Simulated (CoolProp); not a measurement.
Vapour-liquid equilibrium of carbon monoxide (1) + methane (2) at 106.5 K; x and y are mole fractions of (1).

Model: multi-fluid Helmholtz-energy mixture model, Lemmon 2006 and Setzmann 1991; pair parameters Kunz 2012, in CoolProp.

Question: Give the bubble pressure and the first vapour's composition at x = 0.05, 0.35, 0.65. Is there an azeotrope?

Answer: x = 0.05: 0.1100 MPa, y = 0.430; x = 0.35: 0.3889 MPa, y = 0.875; x = 0.65: 0.6098 MPa, y = 0.945. No azeotrope shows between x = 0.05 and 0.95.

The pair parameters rest on a limited set of measurements; away from them the model extrapolates.
